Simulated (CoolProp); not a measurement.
Vapour-liquid equilibrium of fluoroethane (R161) (1) + R1234yf (2) at 0.00404 MPa; x and y are mole fractions of (1).

Computed with CoolProp (multi-fluid Helmholtz-energy mixture model, Wu 2012 and Lemmon 2022; pair parameters Bell 2016).

Task: Give the bubble temperature and the first vapour's composition at x = 0.05, 0.2, 0.5. Is there an azeotrope?

Result: x = 0.05: 188.7 K, y = 0.094; x = 0.2: 187.2 K, y = 0.322; x = 0.5: 185.1 K, y = 0.627. No azeotrope shows between x = 0.05 and 0.95.

Pair parameters are fitted to limited data, so mixtures are less certain than the pure fluids.
